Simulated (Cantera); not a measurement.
An isothermal plug-flow reactor at 775 K and 2250 Torr (inlet), inlet velocity 6.8 m/s, active area per volume 220 1/m; feed H₂ : O₂ : N₂ : H₂O = 0.0042 : 0.15 : 0.79 : 0.0061 (molar parts).

Detailed kinetics in Cantera: Deutschmann's 1995 Pt surface mechanism with GRI-Mech 3.0 gas chemistry. Catalytic surfaces can have several steady states; this one follows from the mechanism file's or the stated starting coverage. Mass transfer to the wall is taken as infinitely fast.

x: gas mole fraction; θ: surface coverage.

| z (m) | x H₂ | x O₂ | x H₂O | θ free Pt | θ O* | θ OH* |
|---|---|---|---|---|---|---|
| 0.00021 | 0.00437 | 0.158 | 0.00647 | 0.0543 | 0.941 | 0.00438 |
| 0.00037 | 0.00432 | 0.158 | 0.00651 | 0.0539 | 0.942 | 0.00437 |
| 0.00066 | 0.00425 | 0.158 | 0.00659 | 0.0531 | 0.943 | 0.00435 |
| 0.0012 | 0.00412 | 0.158 | 0.00672 | 0.0516 | 0.944 | 0.00431 |
| 0.0021 | 0.00393 | 0.158 | 0.00692 | 0.0494 | 0.946 | 0.00425 |
| 0.0037 | 0.00361 | 0.158 | 0.00723 | 0.0460 | 0.950 | 0.00415 |
| 0.0066 | [?] | 0.157 | 0.00769 | [?] | 0.955 | 0.00399 |
| 0.012 | 0.00253 | 0.157 | 0.00832 | 0.0343 | 0.962 | 0.00373 |
| 0.021 | [?] | 0.157 | 0.00898 | [?] | 0.969 | 0.00344 |

Problem. What belongs in the gaps?

Solution. 
- 0.0066, x H₂: 0.00315
- 0.0066, θ free Pt: 0.0409
- 0.021, x H₂: 0.00188
- 0.021, θ free Pt: 0.0277
